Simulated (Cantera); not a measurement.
Input: 1 mol Fe2O3, 0.34 mol CH4, 19 mol H2, at 75.0 Torr.

Cantera equilibrium calculation (NASA polynomials, part measured and part estimated; ideal gas, pure solids and liquids). Candidate condensed phases: C, C6H6, C7H8, C8H18, Fe, Fe(CO)5, FeO, Fe(OH)2, Fe(OH)3, Fe2O3, Fe3O4, H2O; 114 gas species. Kinetics and transport are ignored.

### Question
Which condensed phases are stable at each of these points (T (K)): 1050, 1100, 1150, 1200, 1250, 1300, 1350?

### Answer
```
T (K)  condensed phases  Fe condensed (%)
-----  ----------------  ----------------
1050              Fe(α)             100.0
1100              Fe(α)             100.0
1150              Fe(α)             100.0
1200              Fe(γ)             100.0
1250              Fe(γ)             100.0
1300              Fe(γ)             100.0
1350              Fe(γ)             100.0
```

From 1050 K to 1150 K the condensed part is Fe(α). From 1200 K to 1350 K the condensed part is Fe(γ).
